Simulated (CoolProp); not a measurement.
A single-stage vapour-compression cycle with the fluid: evaporating at 265.15 K (dew point), condensing at 333.15 K (bubble point), superheat 0 K, subcooling 2 K, compressor efficiency 0.75, no pressure losses. The same conditions are run with several fluids, on thermodynamics alone (safety and materials aside).

Computed with CoolProp (reference Helmholtz-energy equation of state of each fluid (C3F8 (R218): Lemmon 2006; n-perfluoropentane: Gao 2022; R113: Marx 1992; R1224YDZ: Akasaka 2023; R236EA: Rui 2013; neopentane: Lemmon 2006)).

```tsv
fluid	cooling COP	pressure ratio	discharge temperature (K)	refrigerating effect (kJ/kg)	volumetric capacity (kJ/m³)
C3F8 (R218)	0.689	6.41	333.1	…	459
n-perfluoropentane	…	13.6	333.2	…	85.3
R113	…	14.9	338.4	100	…
R1224YDZ	2.08	…	339.3	104	275
R236EA	1.93	11.0	333.1	88.8	…
neopentane	1.97	8.97	333.2	176	…
```

Q: What belongs in the gaps?

A: 
- C3F8 (R218), refrigerating effect (kJ/kg): 15.0
- n-perfluoropentane, cooling COP: 1.33
- n-perfluoropentane, refrigerating effect (kJ/kg): 31.6
- R113, cooling COP: 2.21
- R113, volumetric capacity (kJ/m³): 86.6
- R1224YDZ, pressure ratio: 11.5
- R236EA, volumetric capacity (kJ/m³): 345
- neopentane, volumetric capacity (kJ/m³): 303

The compression ends wet for: C3F8 (R218); n-perfluoropentane; R236EA; neopentane.
